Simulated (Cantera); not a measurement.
Input (Python, Cantera) and output of one run.

```python
import numpy as np
import cantera as ct

gas_names = """
    C CO CO2 C2 C2O C3 C3O2 C4 C5 Fe FeC5O5 FeO O O2 O3
""".split()
cond_names = """
    C(gr) Fe(a) Fe(c) Fe(d) Fe(L) FeC5O5(L) FeO(s) FeO(L) Fe2O3(s) Fe3O4(s)
""".split()


# ... load() reads the species with a 1 bar reference pressure and builds the phases ...
atoms = {
    'Fe3O4': {'Fe': 3, 'O': 4},
    'CO': {'C': 1, 'O': 1},
}
top_T = {'C(gr)': 4500, 'Fe2O3(s)': 1830, 'Fe3O4(s)': 1870}  # K; cautious upper limits of use, not melting points


# ... equilibrate(T, P, feed) seeds the gas with the atoms and calls Mixture.equilibrate('TP', solver="vcs", rtol=1e-11, max_steps=5000) ...
results = []
feed = {'Fe3O4': 1, 'CO': 1.1}  # mol
T = 2400  # K
P = 120000  # Pa
mix = equilibrate(T, P, feed)
results.append((T, P, feed, dict(zip(mix.species_names, mix.species_moles))))
x = sorted(zip(gas.X, gas.species_names), reverse=True)
print(f"T = {T:g} K  P = {P:g} Pa  gas = {mix.phase_moles(0):.4g} mol")
print("   x: " + "  ".join(f"{s} {v:.3e}" for v, s in x if v > 0.001))
print("   condensed (mol): " + ("  ".join(f"{mix.phase(i).name} {mix.phase_moles(i):.4g}"
      for i in range(1, mix.n_phases) if mix.phase_moles(i) > 1e-12) or "none"))
```

Result:

```
T = 2400 K  P = 120000 Pa  gas = 1.121 mol
   x: CO2 8.558e-01  CO 1.252e-01  O2 1.754e-02  O 1.049e-03
   condensed (mol): FeO(L) 3
```

Cantera equilibrium calculation (NASA polynomials, part measured and part estimated; ideal gas, pure solids and liquids). The tables' stoichiometric FeO is somewhat more stable than real wüstite, so its field is too wide. FeO: taken at fixed stoichiometry.
